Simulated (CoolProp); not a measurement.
Computed with CoolProp (reference Helmholtz-energy equation of state, Lemmon 2006). It is a short technical equation, of lower accuracy than the large ones.

Question: Give the vapour pressure (kPa), liquid density (kg/m³), vapour density (kg/m³), surface tension (mN/m) of saturated C3F8 (R218) at -58.35, -3.45 °C.

Answer: 
```
T (°C)  p (kPa)  liquid density (kg/m³)  vapour density (kg/m³)  surface tension (mN/m)
------  -------  ----------------------  ----------------------  ----------------------
-58.35     34.0                    1690                    3.67                    13.1
-3.45       370                    1470                    35.6                    6.71
```

Surface tension comes from a separate correlation (Mulero 2012).
